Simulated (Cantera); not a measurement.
An isothermal, constant-pressure homogeneous reactor starts with H₂ : O₂ = 0.056 : 1 (molar parts), at 900 K and 10.00 Torr.

Computed with Cantera and GRI-Mech 3.0 (53 species, 325 reactions). Radical loss at walls, strong at low pressure, is not modelled. Below about 950 K walls govern HO2 and H2O2 in real vessels. The temperature is held fixed by assumption; the heat of reaction is taken as removed at once.

x: mole fraction; the columns are a selection and need not sum to one.

| t (s) | x H₂ | x O₂ | x O | x H₂O | x OH | x HO₂ | x H₂O₂ |
|---|---|---|---|---|---|---|---|
| 1.00e-5 | 0.0530 | 0.947 | <1e-12 | <1e-12 | <1e-12 | <1e-12 | <1e-12 |
| 6.45e-5 | 0.0530 | 0.947 | <1e-12 | <1e-12 | <1e-12 | 1.50e-12 | <1e-12 |
| 0.000416 | 0.0530 | 0.947 | 5.01e-12 | 3.84e-12 | 2.70e-12 | 9.91e-12 | <1e-12 |
| 0.00268 | 0.0530 | 0.947 | 6.96e-10 | 1.25e-9 | 2.56e-10 | 1.08e-10 | <1e-12 |
| 0.0173 | 0.00696 | 0.931 | 0.00889 | 0.0403 | 0.00180 | 1.10e-5 | 2.59e-7 |
| 0.112 | (withheld) | 0.945 | (withheld) | 0.0543 | (withheld) | (withheld) | (withheld) |
| 0.721 | 3.03e-6 | 0.946 | 6.91e-6 | 0.0545 | 1.60e-5 | 2.11e-7 | 2.42e-8 |
| 4.65 | 6.20e-8 | 0.946 | 3.73e-7 | 0.0545 | 3.81e-6 | 1.51e-8 | 5.41e-9 |
| 30.0 | 1.49e-9 | 0.946 | 3.50e-8 | 0.0545 | 1.16e-6 | 1.55e-9 | 1.18e-9 |

### Question
Complete the blanks.

### Answer

- 0.112, x H₂: 7.26e-5
- 0.112, x O: 0.000214
- 0.112, x OH: 9.08e-5
- 0.112, x HO₂: 2.31e-6
- 0.112, x H₂O₂: 7.65e-8
